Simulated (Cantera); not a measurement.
**Premixed flame**

A freely propagating, adiabatic, planar premixed flame of 8.20 % CH₄, 19.3 % O₂, 72.5 % N₂, equivalence ratio 0.85, unburnt at 450 K and 0.375 atm; mixture-averaged transport, grid criteria slope 0.08 and curve 0.16, no radiation.

Computed with Cantera and GRI-Mech 3.0 (53 species, 325 reactions). Burning velocities carry a grid error of a few per cent, more on coarse grids.

```json
[
 {"z (mm)": "-2.69", "T (K)": "450", "u (m/s)": "0.858", "x CH₄": "0.0819", "x O₂": "0.193", "x O": "<1e-8", "x C₂H₂": "<1e-8", "x OH": "<1e-8", "x CH₃": "<1e-8"},
 {"z (mm)": "-1.80", "T (K)": "451", "u (m/s)": "0.861", "x CH₄": "0.0818", "x O₂": "0.192", "x O": "<1e-8", "x C₂H₂": "<1e-8", "x OH": "<1e-8", "x CH₃": "1.19e-7"},
 {"z (mm)": "-1.35", "T (K)": "455", "u (m/s)": "0.870", "x CH₄": "0.0814", "x O₂": "0.192", "x O": "<1e-8", "x C₂H₂": "1.89e-8", "x OH": "2.28e-8", "x CH₃": "6.13e-7"},
 {"z (mm)": "-0.898", "T (K)": "492", "u (m/s)": "0.945", "x CH₄": "0.0789", "x O₂": "0.189", "x O": "1.45e-7", "x C₂H₂": "2.81e-7", "x OH": "1.31e-6", "x CH₃": "6.21e-6"},
 {"z (mm)": "-0.449", "T (K)": "826", "u (m/s)": "1.61", "x CH₄": "0.0594", "x O₂": "0.164", "x O": "1.37e-5", "x C₂H₂": "5.72e-6", "x OH": "5.05e-5", "x CH₃": "0.000225"},
 {"z (mm)": "-0.224", "T (K)": "1214", "u (m/s)": "2.38", "x CH₄": "0.0343", "x O₂": "0.127", "x O": "0.000151", "x C₂H₂": "1.88e-5", "x OH": "0.000372", "x CH₃": "0.00136"},
 {"z (mm)": "0", "T (K)": "1589", "u (m/s)": "3.14", "x CH₄": "0.00896", "x O₂": "0.0828", "x O": "0.00118", "x C₂H₂": "3.62e-5", "x OH": "0.00242", "x CH₃": "0.00149"},
 {"z (mm)": "0.224", "T (K)": "1743", "u (m/s)": "3.45", "x CH₄": "0.000781", "x O₂": "0.0562", "x O": "0.00401", "x C₂H₂": "6.63e-6", "x OH": "0.00602", "x CH₃": "0.000189"},
 {"z (mm)": "0.449", "T (K)": "1783", "u (m/s)": "3.51", "x CH₄": "3.42e-5", "x O₂": "0.0468", "x O": "0.00567", "x C₂H₂": "1.82e-7", "x OH": "0.00782", "x CH₃": "8.75e-6"},
 {"z (mm)": "0.898", "T (K)": "1826", "u (m/s)": "3.58", "x CH₄": "9.70e-8", "x O₂": "0.0416", "x O": "0.00599", "x C₂H₂": "<1e-8", "x OH": "0.00869", "x CH₃": "2.73e-8"},
 {"z (mm)": "1.80", "T (K)": "1883", "u (m/s)": "3.67", "x CH₄": "<1e-8", "x O₂": "0.0387", "x O": "0.00530", "x C₂H₂": "<1e-8", "x OH": "0.00890", "x CH₃": "<1e-8"},
 {"z (mm)": "3.59", "T (K)": "1953", "u (m/s)": "3.79", "x CH₄": "<1e-8", "x O₂": "0.0365", "x O": "0.00406", "x C₂H₂": "<1e-8", "x OH": "0.00856", "x CH₃": "<1e-8"},
 {"z (mm)": "7.18", "T (K)": "2026", "u (m/s)": "3.91", "x CH₄": "<1e-8", "x O₂": "0.0342", "x O": "0.00271", "x C₂H₂": "<1e-8", "x OH": "0.00769", "x CH₃": "<1e-8"}
]
```
x: mole fraction of selected species; z is measured from the peak of heat release.

| Quantity | Result |
|---|---|
| laminar burning velocity | 85.8 cm/s |
| thermal thickness | 0.898 mm |
| peak x(O) | 0.00603 |
| peak x(C₂H₂) | 3.68e-5 |
| peak x(OH) | 0.00890 |
| peak x(CH₃) | 0.00191 |
